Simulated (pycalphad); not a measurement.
An equivalent pycalphad script:

```python
from pycalphad import Database, equilibrium, calculate, variables as v
import numpy as np
db = Database('COST507.tdb')
comps = ['TI', 'HF', 'B', 'VA']
phases = ['B2M', 'B2TI', 'B4M3', 'B4TI3', 'BCC_A2', 'BETA_RHOMBO_B', 'BM', 'BTI', 'HCP_A3', 'LIQUID']
eq = equilibrium(db, comps, phases, {v.X('HF'): 0.0311, v.X('B'): 0.045, v.T: np.arange(2850, 499, -40), v.P: 101325, v.N: 1}, output=['HM', 'SM'])
```

Computed with pycalphad from the COST 507 light-alloy database (1999), at 1 atm. The database dates from 1999; later assessments differ in places, in temperatures and in the compounds included. Amounts are mole fractions of atoms. Kinetics are ignored, which matters at the lower temperatures.

Results at three of the temperatures:

```
T = 1570.00 K, P = 101325 Pa, N = 1 mol of atoms
G = -95343 J/mol, H = 34906 J/mol, S = 82.96 J/(mol K)  (SER reference)
chemical potentials (J/mol): Ti -88470, Hf -156310, B -194323
phase             fraction      x(Ti)      x(Hf)       x(B)
BCC_A2              0.9134     0.9644     0.0338     0.0019
BM                  0.0866     0.4971     0.0029     0.5000
```

```
T = 1490.00 K, P = 101325 Pa, N = 1 mol of atoms
G = -88774 J/mol, H = 32325 J/mol, S = 81.27 J/(mol K)  (SER reference)
chemical potentials (J/mol): Ti -81847, Hf -145825, B -191544
phase             fraction      x(Ti)      x(Hf)       x(B)
BCC_A2              0.9132     0.9645     0.0338     0.0017
BM                  0.0868     0.4972     0.0028     0.5000
```

```
T = 1370.00 K, P = 101325 Pa, N = 1 mol of atoms
G = -79177 J/mol, H = 28569 J/mol, S = 78.65 J/(mol K)  (SER reference)
chemical potentials (J/mol): Ti -72171, Hf -130341, B -187651
phase             fraction      x(Ti)      x(Hf)       x(B)
BCC_A2              0.9128     0.9646     0.0338     0.0015
BM                  0.0872     0.4975     0.0025     0.5000
```

Changes of the phase set, refined by bisection:

```csv
T (°C),phases above,phases below
1575.6,LIQUID,BCC_A2 + LIQUID
1541.3,BCC_A2 + LIQUID,BCC_A2 + BM
859.4,BCC_A2 + BM,BCC_A2 + BM + HCP_A3
853.0,BCC_A2 + BM + HCP_A3,BM + HCP_A3
```

Database names, with the compositions (at.%) that they take in these runs: BM: Ti 50 B 50. BCC_A2 is bcc; HCP_A3 is hcp.
